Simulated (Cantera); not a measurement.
Equilibrium for carbon deposition, reforming and gasification: C3H8 + O2 + H2

Feed: 1 mol C3H8, 0.14 mol O2, 0.49 mol H2, at 0.0100 bar.

Equilibrium computed with Cantera from the NASA thermochemical tables; the gas is ideal and each condensed phase is pure. Candidate condensed phases: C, C6H6, C7H8, C8H18, H2O; 110 gas species. Rates play no part.

```
T (°C)   x H2       x H    x CO  x C2H2 (acetylene)    x CH4  n C(graphite)
------  -----  --------  ------  ------------------  -------  -------------
1100    0.941   3.23e-5  0.0587             1.63e-6  4.46e-5           2.72
1200    0.941  0.000123  0.0587             6.12e-6  2.60e-5           2.72
1300    0.941  0.000394  0.0587             1.94e-5  1.62e-5           2.72
1400    0.940   0.00110  0.0587             5.36e-5  1.07e-5           2.72
1500    0.938   0.00276  0.0586            0.000131  7.42e-6           2.72
1600    0.935   0.00624  0.0585            0.000292  5.33e-6           2.72
1700    0.928    0.0130  0.0583            0.000595  3.93e-6           2.71
1800    0.916    0.0252  0.0580             0.00112  2.95e-6           2.71
1900    0.895    0.0457  0.0574             0.00198  2.23e-6           2.70
2000    0.862    0.0780  0.0564             0.00325  1.68e-6           2.69
2100    0.814     0.126  0.0550             0.00501  1.24e-6           2.67
```
x: gas mole fraction; n: condensed amount in mol.

From 1100 °C to 2100 °C the condensed part is C(graphite). The main C-bearing gas is CO throughout.
